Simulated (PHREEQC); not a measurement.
# Cooling-tower water (model solution)

A made-up water analysis in mg/L, 25 °C, pH 6.37, pe 11.5:

```json
[
 {"constituent": "Na", "mg/L": "11.6"},
 {"constituent": "K", "mg/L": "83.6"},
 {"constituent": "Ca", "mg/L": "82.6"},
 {"constituent": "Mg", "mg/L": "56.7"},
 {"constituent": "Cl", "mg/L": "98"},
 {"constituent": "S(6) as SO4", "mg/L": "132"},
 {"constituent": "Alkalinity as HCO3", "mg/L": "349"},
 {"constituent": "O(0) (dissolved oxygen)", "mg/L": "2.08"},
 {"constituent": "Si as SiO2", "mg/L": "18.1"},
 {"constituent": "Cd", "mg/L": "0.213"},
 {"constituent": "Pb", "mg/L": "9.7"},
 {"constituent": "Sr", "mg/L": "0.409"},
 {"constituent": "N(5) as NO3", "mg/L": "4.24"}
]
```

Valence states are taken as typed.

Equilibrium calculation in PHREEQC: ion-association model, phreeqc.dat.

Each row changes one thing in this solution. No solid was allowed to form.

```tsv
case	ionic strength (mol/kgw)	CO2 (mol/kgw)	SO4-2 (mol/kgw)	MgSO4 (mol/kgw)	CaSO4 (mol/kgw)	MgHCO3+ (mol/kgw)	SI of Chalcedony (SiO2)	SI of Otavite (CdCO3)
as made	0.0155	0.00465	0.00104	0.000192	0.000130	8.31e-5	+0.03	-0.25
Si from 18.1 to 36.2 mg/L	0.0155	0.00465	0.00104	0.000192	0.000130	8.31e-5	?	-0.25
temperature from 25 to 65 °C at the same typed pH	?	0.00404	0.000877	0.000348	0.000133	0.000100	?	?
Cd from 0.213 to 0.639 mg/L	0.0155	0.00465	0.00104	0.000192	0.000130	8.30e-5	+0.03	+0.23
```

**Question.** Some entries are withheld; supply them.

**Answer.** 
- Si from 18.1 to 36.2 mg/L, SI of Chalcedony (SiO2): +0.33
- temperature from 25 to 65 °C at the same typed pH, ionic strength (mol/kgw): 0.0147
- temperature from 25 to 65 °C at the same typed pH, SI of Chalcedony (SiO2): -0.38
- temperature from 25 to 65 °C at the same typed pH, SI of Otavite (CdCO3): -0.08

Complexes and solids missing from the database can't appear. Some of these states are supersaturated (in Cerussite, Quartz (slow to form), Pb(OH)2, for instance). At this temperature some constants are extrapolated from 25 °C, and those without enthalpy data are left unchanged.
